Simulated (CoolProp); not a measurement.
A simple Rankine cycle with benzene: condensing at 327.15 K, boiler at 1.62 MPa, turbine inlet 485.6 K, turbine efficiency 0.85, pump efficiency 0.6, no recuperator. Each further row changes one setting.

Model: reference Helmholtz-energy equation of state, Thol 2012, in CoolProp.

```
case                             thermal efficiency (%)  net work (kJ/kg)  heat in (kJ/kg)  turbine exit temperature (K)  volume ratio over the turbine
-------------------------------  ----------------------  ----------------  ---------------  ----------------------------  -----------------------------
as stated                                          20.7               125              604                         379.1                           38.4
turbine inlet 505.6 K                              20.7               134              645                         401.7                           37.4
condensing temperature 319.15 K                    21.8               135              619                         371.7                           51.2
boiler pressure 1.13 MPa                           19.2               119              620                         394.4                           25.3
turbine efficiency 0.75                            18.2               110              604                         389.9                           39.6
```
